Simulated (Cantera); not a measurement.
Premixed flame

A freely propagating, adiabatic, planar premixed flame of CO : H2 : O2 : N2 = 1 : 0.4 : 0.5 : 1.7 (molar parts), unburnt at 425 K and 400000 Pa; mixture-averaged transport, grid criteria slope 0.08 and curve 0.16, no radiation.

Detailed kinetics in Cantera: GRI-Mech 3.0 (53 species, 325 reactions). The hydrogen kinetics of GRI-Mech 3.0 are dated; newer H2 mechanisms differ, most at raised pressure. Burning velocities carry a grid error of a few per cent, more on coarse grids.

```
z (mm)   T (K)  u (m/s)   x CO    x H2     x O2       x H      x NO     x HO2
-------  -----  -------  -----  ------  -------  --------  --------  --------
-0.273     425     1.87  0.278   0.111    0.139     <1e-8     <1e-8     <1e-8
-0.182     425     1.87  0.278   0.111    0.139     <1e-8     <1e-8     <1e-8
-0.137     425     1.87  0.278   0.110    0.139     <1e-8     <1e-8   7.33e-8
-0.0911    426     1.87  0.279   0.108    0.139     <1e-8     <1e-8   1.73e-6
-0.0455    459     1.99  0.282  0.0948    0.141   1.98e-7     <1e-8  0.000129
-0.0228    731     3.10  0.279  0.0722    0.132  0.000471   2.50e-7  0.000717
0         1237     5.15  0.255  0.0417    0.101   0.00639   2.16e-6  0.000249
0.0228    1596     6.53  0.218  0.0203   0.0616    0.0141   7.85e-6   9.88e-5
0.0455    1804     7.26  0.186  0.0145   0.0387    0.0171   1.57e-5   4.78e-5
0.0911    2012     7.93  0.155  0.0147   0.0230    0.0159   3.00e-5   2.12e-5
0.182     2187     8.51  0.142  0.0145   0.0155    0.0110   4.90e-5   1.06e-5
0.364     2327     8.97  0.134  0.0130   0.0103   0.00660   7.40e-5   5.35e-6
0.729     2429     9.29  0.127  0.0118  0.00610   0.00397  0.000110   2.66e-6
```
x: mole fraction of selected species; z is measured from the peak of heat release.

The laminar burning velocity comes out as 187 cm/s. The thermal thickness is 0.0911 mm. The peak x(H) is 0.0173. The peak x(HO2) comes out as 0.000753 and the grid points comes out as 108.
